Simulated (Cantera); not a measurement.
Charge: 1 mol SiC, 0.08 mol H₂O, 11 mol H₂, held at 1298 K and 100 Torr.

Method: chemical equilibrium by Gibbs-energy minimisation in Cantera with the NASA 1993 tables (ideal gas, pure condensed phases). Candidate condensed phases: C, C₆H₆, C₇H₈, C₈H₁₈, H₂O, Si, SiC, SiO₂; 123 gas species. Mutual solubility and eutectic melting of coexisting phases are not modelled. The tables hold silica as quartz up to 1696 K and as liquid above; real silica turns to tridymite and cristobalite and melts near 1996 K. Kinetics and transport are ignored.

Base state: H₂ 0.997, CO 0.00196, CH₄ 0.000657 (mole fractions); condensed: SiC(s) + SiO₂(β-quartz).

What changes in the equilibrium state with this change: pressure from 100 Torr to 0.00518 Torr?


```json
[
 {"species": "H₂", "before": "0.997", "after": "0.992"},
 {"species": "CO", "before": "0.00196", "after": "0.00358"},
 {"species": "SiO", "before": "3.73e-6", "after": "0.00358"},
 {"species": "CH₄", "before": "0.000657", "after": "1.47e-9"},
 {"species": "H", "before": "2.93e-6", "after": "0.000406"},
 {"species": "SiC(s), mol", "before": "0.971", "after": "0.960"},
 {"species": "SiO₂(β-quartz), mol", "before": "0.0291", "after": "0"}
]
```

What changes in the equilibrium state with this change: pressure from 100 Torr to 1 atm?


```tsv
species	before	after
H₂	0.997	0.996
CH₄	0.000657	0.00340
CO	0.00196	0.000146
SiC(s), mol	0.971	0.961
SiO₂(β-quartz), mol	0.0291	0.0392
```
